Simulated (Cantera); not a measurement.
An isothermal, constant-pressure homogeneous reactor starts with 90.9 % NH3, 9.09 % N2, at 1523 K and 1.00 bar.

Computed with Cantera and the gas-phase N/H chemistry of the illustrative SiF4/NH3 mechanism in the Surface Chemkin manual (1991). Walls and surfaces, which speed up NH3 decomposition in real reactors, are not modelled.

One state of this run: x NH3 = 0.898; x N2H2 = 4.19e-7; x N2H4 = 2.20e-7; x NH2 = 5.25e-5; x N = 3.93e-10; x H = 2.25e-7. x: mole fraction; the columns are a selection and need not sum to one.

Q: Which value of t (s) does it belong to?
(A) 0.210
(B) 0.793
(C) 0.0147
(D) 0.0554

A: A, 0.210
